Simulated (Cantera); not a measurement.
A freely propagating, adiabatic, planar premixed flame of H₂ : O₂ : N₂ : H₂O = 1 : 0.192 : 0.723 : 0.055 (molar parts), equivalence ratio 2.6, unburnt at 450 K and 18000 Pa; mixture-averaged transport, grid criteria slope 0.08 and curve 0.16, no radiation.

Model: the H2/O2 subset of GRI-Mech 3.0, which has no nitrogen chemistry, integrated in Cantera. Burning velocities carry a grid error of a few per cent, more on coarse grids.

Question: Predict: laminar burning velocity; thermal thickness; peak x(HO₂); peak x(O); peak x(H₂O₂).

Answer: 
```json
{
 "laminar_burning_velocity": "406 cm/s",
 "thermal_thickness": "3.87 mm",
 "peak x(HO₂)": "0.000102",
 "peak x(O)": "0.00222",
 "peak x(H₂O₂)": "7.07e-6"
}
```
